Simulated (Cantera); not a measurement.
Cantera run:

```python
import numpy as np
import cantera as ct

gas_names = """
    O2 H2O
""".split()
cond_names = """
    Cu(L) Cu2O(L)
""".split()


def load(file, names, dense=False):
    # The tables refer to 1 bar. Condensed volumes are neglected.
    table = {s.name: s for s in ct.Species.list_from_file(file)}
    out = []
    for n in names:
        d = dict(table[n].input_data)
        d["thermo"] = dict(d["thermo"], **{"reference-pressure": 1e5})
        if dense:
            d["equation-of-state"] = {"model": "constant-volume", "density": "1e6 g/cm^3"}
        out.append(ct.Species.from_dict(d))
    return out


species = {s.name: s for s in load("nasa_gas.yaml", gas_names) + load("nasa_condensed.yaml", cond_names)}
T = 1750
g = {n: (s.thermo.h(T) - T * s.thermo.s(T)) / (ct.gas_constant * T * np.log(10)) for n, s in species.items()}
valid = cond_names  # the entries whose range holds T


def stable(la, lb):
    # potentials (over RT ln 10) of the two non-metals from log10 p(O2) and log10 p(H2O) in bar
    mu = {}
    mu["O"] = (g["O2"] + la) / 2
    mu["H"] = (g["H2O"] + lb - 1 * mu["O"]) / 2
    cost = {}
    for n in valid:
        c = species[n].composition
        cost[n] = (g[n] - sum(c.get(e, 0) * m for e, m in mu.items())) / c["Cu"]
    return min(cost, key=cost.get)


results = []
for lb in [1, -0.2, -1.4, -2.5, -3.7, -4.9, -6.1, -7.3, -8.5, -9.6, -10.8, -12]:
    row = [stable(la, lb) for la in [-20, -19, -18.1, -17.1, -16.2, -15.2, -14.3, -13.3, -12.4, -11.4, -10.5, -9.5, -8.6, -7.6, -6.7, -5.7, -4.8, -3.8, -2.9, -1.9, -1, 0]]
    results.append(row)
    print(f"{lb:6.1f}  " + " ".join(f"{valid.index(n):x}" for n in row))
print("key: " + ", ".join(f"{i:x} {n}" for i, n in enumerate(valid)))
```

Result:

```
   1.0  0 0 0 0 0 0 0 0 0 0 0 0 0 0 0 0 0 0 0 1 1 1
  -0.2  0 0 0 0 0 0 0 0 0 0 0 0 0 0 0 0 0 0 0 1 1 1
  -1.4  0 0 0 0 0 0 0 0 0 0 0 0 0 0 0 0 0 0 0 1 1 1
  -2.5  0 0 0 0 0 0 0 0 0 0 0 0 0 0 0 0 0 0 0 1 1 1
  -3.7  0 0 0 0 0 0 0 0 0 0 0 0 0 0 0 0 0 0 0 1 1 1
  -4.9  0 0 0 0 0 0 0 0 0 0 0 0 0 0 0 0 0 0 0 1 1 1
  -6.1  0 0 0 0 0 0 0 0 0 0 0 0 0 0 0 0 0 0 0 1 1 1
  -7.3  0 0 0 0 0 0 0 0 0 0 0 0 0 0 0 0 0 0 0 1 1 1
  -8.5  0 0 0 0 0 0 0 0 0 0 0 0 0 0 0 0 0 0 0 1 1 1
  -9.6  0 0 0 0 0 0 0 0 0 0 0 0 0 0 0 0 0 0 0 1 1 1
 -10.8  0 0 0 0 0 0 0 0 0 0 0 0 0 0 0 0 0 0 0 1 1 1
 -12.0  0 0 0 0 0 0 0 0 0 0 0 0 0 0 0 0 0 0 0 1 1 1
key: 0 Cu(L), 1 Cu2O(L)
```

Standard-state values (1 bar) from the NASA 1993 polynomials, evaluated with Cantera. Part of the grid cannot be reached: there another gas would pass 10 bar, or a non-metal would condense.
